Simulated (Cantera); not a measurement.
A perfectly stirred reactor is fed with C₃H₈ : O₂ : N₂ = 1 : 7.81 : 29.4 (molar parts), equivalence ratio 0.64, at 100000 Pa; it is adiabatic with a 525 K inlet, and is followed from long to short residence time, starting on the burning branch (τ in s: 0.44, 0.14, 0.044, 0.014, 0.0045, 0.0014, 0.00045, 0.00014, 4.6e-05, 1.4e-05).

Model: GRI-Mech 3.0 (53 species, 325 reactions), integrated in Cantera. GRI-Mech 3.0 was tuned for natural gas; its chemistry of propane as a main component is partial and can be far from experiment.

x: mole fraction; the columns are a selection and need not sum to one.

```
τ (s)    T (K)   x C₃H₈    x O₂    x CH₃   x CO₂       x O      x NO      x H₂
-------  -----  -------  ------  -------  ------  --------  --------  --------
0.44      1945  1.27e-7  0.0713  2.52e-7  0.0761  0.000171  0.000268  0.000108
0.14      1941  3.46e-7  0.0714  6.04e-7  0.0758  0.000265  0.000143  0.000168
0.044     1932  8.70e-7  0.0715  1.29e-6  0.0752  0.000483   8.72e-5  0.000308
0.014     1914  2.01e-6  0.0717  2.57e-6  0.0739  0.000918   5.49e-5  0.000584
0.0045    1884  4.42e-6  0.0724  5.07e-6  0.0717   0.00168   3.38e-5   0.00107
0.0014    1834        …  0.0738        …  0.0678         …         …         …
0.00045   1761        …  0.0767        …       …   0.00409         …         …
0.00014   1640  9.94e-5  0.0849  8.48e-5  0.0473   0.00389   5.15e-6   0.00410
4.6e-5     525   0.0262   0.204   <1e-12  <1e-12    <1e-12    <1e-12    <1e-12
1.4e-5     525   0.0262   0.204   <1e-12  <1e-12    <1e-12    <1e-12    <1e-12
```

Q: What belongs in the gaps?

A: 
- 0.0014, x C₃H₈: 1.02e-5
- 0.0014, x CH₃: 1.08e-5
- 0.0014, x O: 0.00287
- 0.0014, x NO: 2.10e-5
- 0.0014, x H₂: 0.00184
- 0.00045, x C₃H₈: 2.57e-5
- 0.00045, x CH₃: 2.54e-5
- 0.00045, x CO₂: 0.0615
- 0.00045, x NO: 1.30e-5
- 0.00045, x H₂: 0.00281
